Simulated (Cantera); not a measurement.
What does this Cantera script print?

```python
import numpy as np
import cantera as ct

gas = ct.Solution("SiF4_NH3_mec.yaml", "gas")
gas.TPX = 1773, 100000, {'NH3': 1, 'N2': 2}
reactor = ct.IdealGasConstPressureReactor(gas, energy="off", clone=False)
net = ct.ReactorNet([reactor])
net.rtol, net.atol = 1e-08, 1e-18
show = ['NH3', 'NH', 'N', 'H', 'N2']
times = np.geomspace(3e-05, 30, 13)

steps = ct.SolutionArray(gas, extra=["t"])
rows = []
print(f"{'t/s':>10s}{'T/K':>9s}{'P/Pa':>11s}" + "".join(f"{s:>11s}" for s in show))
for t in times:
    while net.time < t:
        t_next = net.step()
        steps.append(gas.state, t=t_next)
    rows.append([np.interp(t, steps.t, y) for y in (steps.T, steps.P, *steps(*show).X.T)])
    print(f"{t:10.3e}{rows[-1][0]:9.1f}{rows[-1][1]:11.4g}" + "".join(f"{x:11.3e}" for x in rows[-1][2:]))
rate = np.gradient(steps.T, steps.t)
print("integrator steps:", len(steps.t))
if steps.T.max() > steps.T[0] + 200:
    print(f"time of steepest temperature rise: {steps.t[rate.argmax()]:.4e} s")
gas.TPX = 1773, 100000, {'NH3': 1, 'N2': 2}
gas.equilibrate("TP")
print(f"equilibrium (TP): T = {gas.T:.1f} K  " + "  ".join(f"{s} {gas[s].X[0]:.3e}" for s in show))
```

Output:

```
       t/s      T/K       P/Pa        NH3         NH          N          H         N2
 3.000e-05   1773.0      1e+05  3.333e-01  3.579e-09  9.531e-13  4.637e-08  6.667e-01
 9.487e-05   1773.0      1e+05  3.333e-01  5.086e-08  3.511e-11  4.892e-08  6.667e-01
 3.000e-04   1773.0      1e+05  3.332e-01  3.697e-07  3.075e-10  7.723e-08  6.666e-01
 9.487e-04   1773.0      1e+05  3.328e-01  8.925e-07  1.282e-09  2.256e-07  6.666e-01
 3.000e-03   1773.0      1e+05  3.314e-01  9.992e-07  3.658e-09  6.080e-07  6.664e-01
 9.487e-03   1773.0      1e+05  3.272e-01  1.146e-06  1.107e-08  1.742e-06  6.659e-01
 3.000e-02   1773.0      1e+05  3.145e-01  1.386e-06  3.026e-08  5.033e-06  6.643e-01
 9.487e-02   1773.0      1e+05  2.786e-01  1.561e-06  5.760e-08  1.423e-05  6.598e-01
 3.000e-01   1773.0      1e+05  1.977e-01  1.464e-06  7.366e-08  3.757e-05  6.497e-01
 9.487e-01   1773.0      1e+05  8.622e-02  1.008e-06  6.773e-08  8.343e-05  6.357e-01
 3.000e+00   1773.0      1e+05  1.972e-02  4.053e-07  3.686e-08  1.389e-04  6.274e-01
 9.487e+00   1773.0      1e+05  3.859e-03  1.052e-07  1.108e-08  1.677e-04  6.254e-01
 3.000e+01   1773.0      1e+05  9.613e-04  2.781e-08  3.019e-09  1.741e-04  6.251e-01
integrator steps: 1555
equilibrium (TP): T = 1773.0 K  NH3 5.559e-06  NH 1.622e-10  N 1.768e-11  H 1.753e-04  N2 6.249e-01
```

Computed with Cantera and the gas-phase N/H chemistry of the illustrative SiF4/NH3 mechanism in the Surface Chemkin manual (1991). Walls and surfaces, which speed up NH3 decomposition in real reactors, are not modelled.
